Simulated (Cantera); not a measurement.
An adiabatic, constant-volume homogeneous reactor starts with 12.6 % CH4, 12.6 % CO, 15.7 % O2, 59.1 % N2, at 1525 K and 28.0 bar.

Detailed kinetics in Cantera: GRI-Mech 3.0 (53 species, 325 reactions). The pressure lies above the range GRI-Mech 3.0 was tuned for (to about 10 atm).

### Question
Predict: time of steepest temperature rise; temperature at 0.200 s; equilibrium temperature; x(CH4) at 0.200 s; x(CO) at 0.200 s; x(O2) at 0.200 s; x(OH) at 0.200 s.

### Answer
| Property | Result |
|---|---|
| time of steepest temperature rise | 0.103 ms |
| temperature at 0.200 s | 2999 K |
| equilibrium temperature | 2999 K |
| x(CH4) at 0.200 s | 2.64e-9 (gas-phase equilibrium 2.93e-9) |
| x(CO) at 0.200 s | 0.192 (gas-phase equilibrium 0.192) |
| x(O2) at 0.200 s | 6.61e-5 (gas-phase equilibrium 6.61e-5) |
| x(OH) at 0.200 s | 0.00290 (gas-phase equilibrium 0.00290) |
